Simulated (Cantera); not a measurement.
An isothermal, constant-pressure homogeneous reactor starts with CH₄ : H₂ : H : H₂O = 0.01 : 1 : 0.0061 : 0.03 (molar parts), at 1650 K and 0.132 atm.

Detailed kinetics in Cantera: GRI-Mech 3.0 (53 species, 325 reactions).

x: mole fraction; the columns are a selection and need not sum to one.

| t (s) | x CH₄ | x H₂ | x H | x C₂H | x CH₃ |
|---|---|---|---|---|---|
| 5.00e-5 | 0.00869 | 0.957 | 0.00457 | 4.60e-11 | 0.000826 |
| 0.000182 | 0.00875 | 0.958 | 0.00378 | 3.88e-10 | 0.000690 |
| 0.000660 | 0.00887 | 0.960 | 0.00232 | 1.00e-9 | 0.000431 |
| 0.00240 | 0.00895 | 0.961 | 0.000983 | 8.53e-10 | 0.000185 |
| 0.00871 | 0.00896 | 0.962 | 0.000372 | 4.34e-10 | 7.03e-5 |
| 0.0316 | 0.00889 | 0.962 | 0.000242 | 3.33e-10 | 4.54e-5 |
| 0.115 | 0.00866 | 0.962 | 0.000239 | 4.56e-10 | 4.37e-5 |
| 0.417 | 0.00789 | 0.962 | 0.000240 | 8.57e-10 | 3.99e-5 |
| 1.52 | 0.00600 | 0.963 | 0.000242 | 1.83e-9 | 3.05e-5 |
| 5.51 | 0.00347 | 0.965 | 0.000244 | 2.95e-9 | 1.78e-5 |
| 20.0 | ? | 0.967 | 0.000246 | ? | ? |

Q: Some entries are withheld; supply them.

A: 
- 20.0, x CH₄: 0.00212
- 20.0, x C₂H: 2.70e-9
- 20.0, x CH₃: 1.10e-5
